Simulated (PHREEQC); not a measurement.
A PHREEQC input (ion-association model, phreeqc.dat):

```
SOLUTION 1
  temp 20
  units mg/L
  pH 12.5
  pe 12.3
  Na 0.0745
  K 1.39e-05
  Ca 0.0995
  Mg 0.00355
  Cl 0.0432
  S(6) 0.0139 as SO4
  Alkalinity 0.426 as HCO3
  O(0) 0.0023
  Ba 0.00173
  Sr 0.00108
  Si 0.000225 as SiO2
END
USE solution 1
EQUILIBRIUM_PHASES 1
  Gypsum 0 0
  CO2(g) -2.5 10
END
```

It stops with these messages:

```
WARNING: Maximum iterations exceeded, 100
WARNING: Maximum iterations exceeded, 100
WARNING: The program has failed to converge to a numerical solution.
ERROR:           Alkalinity has not converged. Total: 6.985182e-06	Calculated: 2.432501e-02	Residual: -2.431802e-02
ERROR: Is non-carbonate alkalinity greater than total alkalinity?
ERROR:                   Ba has not converged. Total: 1.260326e-08	Calculated: 1.040658e-08	Residual: 2.196685e-09
ERROR:                   Ca has not converged. Total: 2.483873e-06	Calculated: 2.151991e-06	Residual: 3.318814e-07
ERROR:                   Cl has not converged. Total: 1.219171e-06	Calculated: 1.368256e-06	Residual: -1.490847e-07
ERROR:                    K has not converged. Total: 3.556721e-10	Calculated: 3.993862e-10	Residual: -4.371413e-11
ERROR:                   Mg has not converged. Total: 1.460971e-07	Calculated: 1.368166e-07	Residual: 9.280468e-09
ERROR:                   Na has not converged. Total: 3.242314e-06	Calculated: 3.626906e-06	Residual: -3.845929e-07
ERROR:                 O(0) has not converged. Total: 1.438275e-07	Calculated: 1.444503e-07	Residual: -6.228751e-10
ERROR:                 S(6) has not converged. Total: 1.447732e-07	Calculated: 1.187961e-07	Residual: 2.597702e-08
ERROR:                   Si has not converged. Total: 3.746756e-09	Calculated: 3.464752e-09	Residual: 2.820041e-10
ERROR:                   Sr has not converged. Total: 1.233259e-08	Calculated: 1.041266e-08	Residual: 1.919932e-09
ERROR:                   Mu Ionic strength has not converged. 	Residual: 6.206776e-04
ERROR:               A(H2O) Activity of water has not converged. 	Residual: 4.129308e-04
ERROR: Model failed to converge for initial solution  1.
```

### Question
Why does the run stop?

### Answer
The fault: pH typed as 12.5 with the alkalinity kept. The line should read `pH 5.62` where the input has `pH 12.5`. With the mend the run ends at pH 5.35 and ionic strength 1.58e-5 mol/kgw.
